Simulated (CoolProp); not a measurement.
Vapour-liquid equilibrium of hydrogen sulfide (1) + n-hexane (2) at 299.5 K; x and y are mole fractions of (1).

The numbers come from the multi-fluid Helmholtz-energy mixture model, Lemmon 2006 and Thol 2019; pair parameters Kunz 2012 in CoolProp.

| x | bubble pressure, mixture model (MPa) | bubble pressure, Raoult's law (MPa) | y, mixture model | y, Raoult's law |
|---|---|---|---|---|
| 0.05 | 0.1667 | 0.1245 | 0.871 | 0.837 |
| 0.125 | 0.3934 | 0.2793 | 0.946 | 0.933 |
| 0.2 | 0.6033 | 0.4341 | 0.965 | 0.961 |
| 0.275 | 0.7843 | 0.5888 | 0.973 | 0.974 |
| 0.35 | 0.9371 | 0.7436 | 0.978 | 0.981 |
| 0.425 | 1.069 | 0.8983 | 0.981 | 0.986 |
| 0.5 | 1.187 | 1.053 | 0.984 | 0.990 |
| 0.575 | 1.301 | 1.208 | 0.986 | 0.992 |
| 0.65 | 1.417 | 1.363 | 0.988 | 0.995 |
| 0.725 | 1.538 | 1.517 | 0.990 | 0.996 |
| 0.8 | 1.669 | 1.672 | 0.992 | 0.997 |
| 0.875 | 1.810 | 1.827 | 0.995 | 0.999 |
| 0.95 | 1.966 | 1.982 | 0.998 | 0.999 |

The largest gap from Raoult's law is +40.9 % in bubble pressure, at x = 0.125. No azeotrope shows between x = 0.05 and 0.95.

Pair parameters are fitted to limited data, so mixtures are less certain than the pure fluids. The gap from Raoult's law changes sign with composition, which may be real or a fault of the pair parameters; it wasn't checked against measurements.
